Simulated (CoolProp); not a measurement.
A single-stage vapour-compression cycle with the fluid: evaporating at 238.15 K (dew point), condensing at 267.15 K (bubble point), superheat 2 K, subcooling 0 K, compressor efficiency 0.75, no pressure losses. The same conditions are run with several fluids, on thermodynamics alone (safety and materials aside).

Computed with CoolProp (reference Helmholtz-energy equation of state of each fluid (chloromethane (R40): Thol 2014; hydrogen sulfide: Lemmon 2006; C3F8 (R218): Lemmon 2006; R236FA: Pan 2012; R152A: Outcalt 1996; fluoroethane (R161): Wu 2012)).

| fluid | cooling COP | pressure ratio | discharge temperature (K) | refrigerating effect (kJ/kg) | volumetric capacity (kJ/m³) |
|---|---|---|---|---|---|
| chloromethane (R40) | 5.47 | 3.41 | 332.3 | [?] | 625 |
| hydrogen sulfide | 5.40 | 2.74 | 328.4 | [?] | [?] |
| C3F8 (R218) | 5.05 | 3.09 | 267.2 | [?] | 836 |
| R236FA | 5.47 | 4.25 | 276.6 | 143 | [?] |
| R152A | 5.56 | 3.49 | 298.5 | 294 | 608 |
| fluoroethane (R161) | 5.52 | 3.13 | 301.5 | 365 | 1040 |

Question: What belongs in the gaps?

Answer: 
- chloromethane (R40), refrigerating effect (kJ/kg): 395
- hydrogen sulfide, refrigerating effect (kJ/kg): 458
- hydrogen sulfide, volumetric capacity (kJ/m³): 2580
- C3F8 (R218), refrigerating effect (kJ/kg): 76.5
- R236FA, volumetric capacity (kJ/m³): 217

The compression ends wet for: C3F8 (R218).
